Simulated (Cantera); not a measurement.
Charge: 1 mol n-butane, 0.22 mol O₂, 18 mol N₂, 0.37 mol H₂O, at 0.100 bar.

Method: chemical equilibrium by Gibbs-energy minimisation in Cantera with the NASA 1993 tables (ideal gas, pure condensed phases). Candidate condensed phases: C, C₆H₆, C₇H₈, C₈H₁₈, H₂O; 136 gas species. The numbers say what is thermodynamically allowed, not how fast it happens. All values below are at 1400 K.

Base state: N₂ 0.744, H₂ 0.222, CO 0.0335, HCN 0.000202, CH₄ 2.13e-5 (mole fractions); condensed: C(graphite).

Q: What changes in the equilibrium state with this change: n-butane replaced by CH₄?

A: 
```tsv
species	before	after
N₂	0.744	0.850
H₂	0.222	0.112
CO	0.0335	0.0382
CH₄	2.13e-5	5.40e-6
HCN	0.000202	0.000153
C(graphite), mol	3.18	0.187
```
